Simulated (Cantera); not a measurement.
Charge: 1 mol Ti, 15 mol H₂O, equilibrated at 1498.15 K and 2.93 Torr.

These are equilibrium values from Cantera (NASA tables, ideal gas, pure condensed phases), not measurements of a reactor. Candidate condensed phases: H₂O, Ti, TiO, TiO₂, Ti₂O₃, Ti₃O₅, Ti₄O₇; 12 gas species. Kinetics and transport are ignored.

What is the equilibrium state?


| Property | Value |
|---|---|
| x(H₂O) | 0.867 |
| x(H₂) | 0.133 |
| x(H) | 0.000101 |
| x(OH) | 1.86e-5 |
| n(TiO₂(rutile)) | 1.00 mol |
| gas amount | 15.00 mol |
| log10 activity of Ti₄O₇(s) (absent) | -2.61 |
| log10 activity of Ti₃O₅(s) (absent) | -2.76 |
| log10 activity of Ti₂O₃(s) (absent) | -3.27 |
